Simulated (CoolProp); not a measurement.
A closed Brayton cycle with nitrogen: compressor inlet 307.15 K and 1.7 MPa, high pressure 5.8 MPa, turbine inlet 940 K, compressor efficiency 0.89, turbine efficiency 0.9, recuperator effectiveness 0.9 (on enthalpy, no pinch check). Each further row changes one setting.

Model: reference Helmholtz-energy equation of state, Span 2000, in CoolProp.

```
case                           thermal efficiency (%)  net work (kJ/kg)  compressor to turbine work  compressor exit (K)  turbine exit (K)
-----------------------------  ----------------------  ----------------  --------------------------  -------------------  ----------------
as stated                                        38.7               115                        0.57                452.9             706.1
turbine inlet 890 K                               ___               100                         ___                452.9               ___
compressor inlet 317.15 K                        37.2               110                         ___                467.4             706.1
high pressure 4.93 MPa                           39.7               108                         ___                430.6             733.5
recuperator effectiveness 0.5                     ___               115                        0.57                452.9             706.1
```

**Question.** What belongs in the gaps?

**Answer.** 
- turbine inlet 890 K, thermal efficiency (%): 36.1
- turbine inlet 890 K, compressor to turbine work: 0.60
- turbine inlet 890 K, turbine exit (K): 666.7
- compressor inlet 317.15 K, compressor to turbine work: 0.59
- high pressure 4.93 MPa, compressor to turbine work: 0.54
- recuperator effectiveness 0.5, thermal efficiency (%): 28.3
